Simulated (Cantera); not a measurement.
Cantera run:

```python
import numpy as np
import cantera as ct

gas_names = """
    H HNO HNO2 HNO3 HO2 H2 H2O H2O2 N NH NH2 NH3 NH2OH NO NO2 NO3 N2 N2H2 N2H4 N2O O OH O2 O3 Si SiH
    SiH2 SiH3 SiH4 SiN SiO SiO2 Si2 Si2N Si3
""".split()
cond_names = """
    H2O(s) H2O(L) Si(cr) Si(L) SiO2(Lqz) SiO2(hqz) SiO2(L) Si2N2O(s) Si3N4(a)
""".split()


# ... load() reads the species with a 1 bar reference pressure and builds the phases ...
atoms = {
    'Si2H6': {'Si': 2, 'H': 6},
    'NO': {'N': 1, 'O': 1},
}
top_T = {'Si2N2O(s)': 2100, 'Si3N4(a)': 2400}  # K; cautious upper limits of use, not melting points


# ... equilibrate(T, P, feed) seeds the gas with the atoms and calls Mixture.equilibrate('TP', solver="vcs", rtol=1e-11, max_steps=5000) ...
results = []
feed = {'Si2H6': 1, 'NO': 0.34}  # mol
T = 1748.15  # K
P = 1000  # Pa
mix = equilibrate(T, P, feed)
results.append((T, P, feed, dict(zip(mix.species_names, mix.species_moles))))
print(gas.report(threshold=0.0001))
for i in range(1, mix.n_phases):
    print(f"{mix.phase(i).name:16s} {mix.phase_moles(i):12.5e} mol")
```

It prints:

```
       temperature   1748.2 K
          pressure   1000 Pa
           density   0.00050544 kg/m^3
  mean mol. weight   7.3465 kg/kmol
   phase of matter   gas

                          1 kg             1 kmol
                     ---------------   ---------------
          enthalpy        4.9018e+06        3.6011e+07  J
   internal energy        2.9234e+06        2.1477e+07  J
           entropy             32403        2.3805e+05  J/K
    Gibbs function       -5.1744e+07       -3.8014e+08  J
 heat capacity c_p            4594.4             33753  J/K
 heat capacity c_v            3462.7             25439  J/K

                      mass frac. Y      mole frac. X     chem. pot. / RT
                     ---------------   ---------------   ---------------
                 H        0.00028985         0.0021125           -11.912
                H2           0.23396           0.85258           -23.825
                N2           0.18445          0.048372            -34.13
                Si         0.0005577        0.00014588           -5.0941
               SiO           0.58055          0.096747            -43.03
     [  +30 minor]        0.00019041        4.2163e-05

Si(L)             1.65933e+00 mol
SiO2(L)           0.00000e+00 mol
Si2N2O(s)         0.00000e+00 mol
Si3N4(a)          0.00000e+00 mol
```

These are equilibrium values from Cantera (NASA tables, ideal gas, pure condensed phases), not measurements of a reactor. The feed counts by its element totals alone. Gases not in the tables: Si2H6 and higher silanes.
